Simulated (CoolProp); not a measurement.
Chlorine along the isobar 200 bar: Z from the reference equation and from simpler models built on Tc = 416.9 K, pc = 76.42 bar, ω = 0.070; each cubic takes its own stable root.

Values from CoolProp's reference Helmholtz-energy equation of state, Thol 2021.

| T (K) | phase | reference |
|---|---|---|
| 242.4 | liquid | 0.4436 |
| 252.2 | liquid | 0.4331 |
| 262.1 | liquid | 0.4235 |
| 271.9 | liquid | 0.4151 |
| 281.7 | liquid | 0.4075 |
| 291.5 | liquid | 0.4007 |
| 301.4 | liquid | 0.3946 |
| 311.2 | liquid | 0.3893 |
| 321 | liquid | 0.3848 |
| 330.8 | liquid | 0.3810 |
| 340.7 | liquid | 0.3779 |

### Question
How far does each simpler model (van der Waals, Redlich-Kwong) lie from the reference over these 11 states: mean and median of the absolute difference, and the worst?

### Answer
- van der Waals: mean 51.9 %, median 51.9 %, worst +55.5 % at 242.4 K and 200 bar
- Redlich-Kwong: mean 7.6 %, median 7.5 %, worst +8.2 % at 340.7 K and 200 bar
